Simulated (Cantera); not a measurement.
Cantera run:

```python
import numpy as np
import cantera as ct

gas_names = """
    CL CL2 H HCL H2 N NH NH2 NH3 N2 N2H2 N2H4 Si SiCL SiCL2 SiCL3 SiCL4 SiH SiHCL3 SiH2 SiH2CL2 SiH3
    SiH3CL SiH4 SiN Si2 Si2N Si3
""".split()
cond_names = """
    NH4CL(a) NH4CL(b) Si(cr) Si(L) Si3N4(a)
""".split()


# ... load() reads the species with a 1 bar reference pressure and builds the phases ...
atoms = {
    'SiHCl3': {'Si': 1, 'H': 1, 'CL': 3},
    'NH3': {'N': 1, 'H': 3},
}
top_T = {'Si3N4(a)': 2400}  # K; cautious upper limits of use, not melting points


# ... equilibrate(T, P, feed) seeds the gas with the atoms and calls Mixture.equilibrate('TP', solver="vcs", rtol=1e-11, max_steps=5000) ...
results = []
T = 2050  # K
P = 1333.22  # Pa
for m in [0.62, 1.4, 2.2, 3.1, 3.9, 4.7, 5.5, 6.3, 7.1]:
    feed = {'SiHCl3': 1, 'NH3': m}  # mol
    mix = equilibrate(T, P, feed)
    results.append((T, P, feed, dict(zip(mix.species_names, mix.species_moles))))

top = {s: max(r[3][s] / sum(r[3][g] for g in gas_names) for r in results) for s in gas_names}
cols = sorted((s for s in top if top[s] > 0.0001), key=lambda s: -top[s])[:9]
seen = [c for c in cond_names if any(r[3].get(c, 0) > 1e-12 for r in results)]
print("log10 of partial pressures in bar; condensed amounts in mol")
print(f"{'n(NH3)':>10s}" + "".join(f"{s[:9]:>10s}" for s in cols + seen))
for T, P, feed, n in results:
    ng = sum(n[g] for g in gas_names)
    print(f"{feed['NH3']:10.4g}" + "".join(f"{np.log10(max(n[s] / ng * P / 1e5, 1e-99)):10.3f}" for s in cols)
          + "".join(f"{n.get(c, 0):10.4g}" for c in seen))
```

Result:

```
log10 of partial pressures in bar; condensed amounts in mol
    n(NH3)        H2       HCL     SiCL2        N2         H        CL        Si      SiCL     SiCL3     Si(L)
      0.62    -2.428    -2.396    -2.405    -2.899    -3.858    -3.957    -4.507    -4.318    -4.300         0
       1.4    -2.251    -2.546    -2.586    -2.718    -3.770    -4.195    -4.212    -4.261    -4.720         0
       2.2    -2.185    -2.636    -2.732    -2.647    -3.737    -4.318    -4.112    -4.284    -4.989   0.02341
       3.1    -2.148    -2.690    -2.877    -2.606    -3.718    -4.391    -4.112    -4.357    -5.207    0.0847
       3.9    -2.127    -2.732    -2.984    -2.584    -3.708    -4.444    -4.112    -4.410    -5.366    0.1266
       4.7    -2.111    -2.771    -3.076    -2.568    -3.700    -4.490    -4.112    -4.456    -5.504    0.1603
       5.5    -2.100    -2.806    -3.157    -2.557    -3.694    -4.530    -4.112    -4.496    -5.625    0.1879
       6.3    -2.091    -2.837    -3.229    -2.548    -3.690    -4.567    -4.112    -4.533    -5.734    0.2107
       7.1    -2.084    -2.867    -3.295    -2.541    -3.686    -4.600    -4.112    -4.566    -5.833    0.2297
```

Cantera equilibrium calculation (NASA polynomials, part measured and part estimated; ideal gas, pure solids and liquids). The tables' values for SiCl, SiCl3, SiN are old estimates; treat these amounts as uncertain. Gases not in the tables: Si2H6 and higher silanes.
